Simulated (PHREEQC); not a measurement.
# Buffer (model solution)

Dissolve 9.5 mmol/kgw NaHCO3, 0.099 mmol/kgw Na2B4O7 and 0.52 mmol/kgw KCl at 90 °C. Closed to the air; pH follows from the charge balance.

Model: ion-association model, phreeqc.dat, run in PHREEQC.

* **pH**: 8.03
* **ionic strength**: 0.0101 mol/kgw
* **specific conductance**: 2560 µS/cm
* **total alkalinity**: 9.70 meq/kg

| species | molality | activity | log γ |
|---|---|---|---|
| Na+ | 0.00950 | 0.00845 | -0.051 |
| HCO3- | 0.00903 | 0.00805 | -0.050 |
| Cl- | 0.000520 | 0.000461 | -0.052 |
| K+ | 0.000520 | 0.000461 | -0.052 |
| H3BO3 | 0.000334 | 0.000335 | 0.001 |
| CO2 | 0.000178 | 0.000179 | 0.001 |
| NaCO3- | 0.000166 | 0.000148 | -0.052 |
| CO3-2 | 0.000100 | 6.35e-5 | -0.199 |
| H2BO3- | 6.19e-5 | 5.49e-5 | -0.052 |
| OH- | 4.78e-5 | 4.24e-5 | -0.053 |
| NaHCO3 | 2.82e-5 | 2.83e-5 | 0.001 |
| H+ | 1.03e-8 | 9.29e-9 | -0.045 |
| (CO2)2 | 2.58e-9 | 2.59e-9 | 0.001 |

This is a speciation only: nothing precipitates in the calculation. At this temperature some constants are extrapolated from 25 °C, and those without enthalpy data are left unchanged.
